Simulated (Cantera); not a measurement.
Mixture: H₂ : O₂ : N₂ : CO₂ = 1 : 1.22 : 4.59 : 0.64 (molar parts), at 27000 Torr, adiabatic and at constant volume. Ignition delay is the time to a rise of 400 K.

Model: GRI-Mech 3.0 (53 species, 325 reactions), integrated in Cantera. The hydrogen kinetics of GRI-Mech 3.0 are dated; newer H2 mechanisms differ, most at raised pressure. The pressure lies above the range GRI-Mech 3.0 was tuned for (to about 10 atm).

Problem. Predict: delay at 1073 K; delay at 1173 K; delay at 1273 K; delay at 1373 K; delay at 1473 K; delay at 1573 K.

Solution. 
```
Property           Result
---------------  --------
delay at 1073 K   1.64 ms
delay at 1173 K  0.277 ms
delay at 1273 K   55.0 µs
delay at 1373 K   10.7 µs
delay at 1473 K   1.74 µs
delay at 1573 K  0.629 µs
```
